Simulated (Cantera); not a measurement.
PbO + O2 + H2 (iron carbonyl, mercury and lead vapours)

Feed: 1 mol PbO, 0.034 mol O2, 1.3 mol H2, at 1525 K.

Cantera equilibrium calculation (NASA polynomials, part measured and part estimated; ideal gas, pure solids and liquids). Candidate condensed phases: H2O, Pb, PbO, PbO2, Pb3O4; 12 gas species. The numbers say what is thermodynamically allowed, not how fast it happens.

```csv
P (Pa),x H2O,x Pb,x H2,x PbO,n Pb(l)
10,0.463,0.434,0.101,0.000891,0
68,0.463,0.434,0.102,0.000890,0
460,0.463,0.434,0.102,0.000889,0
3200,0.463,0.434,0.102,0.000889,0
22000,0.705,0.141,0.153,0.000292,0.785
150000,0.804,0.0208,0.175,4.30e-5,0.972
1000000,0.819,0.00311,0.178,6.45e-6,0.996
```
x: gas mole fraction; n: condensed amount in mol.

From 10.0 Pa to 32.0 mbar nothing is condensed. From 0.220 bar to 10.0 bar the condensed part is Pb(l). The main Pb-bearing gas is Pb throughout.
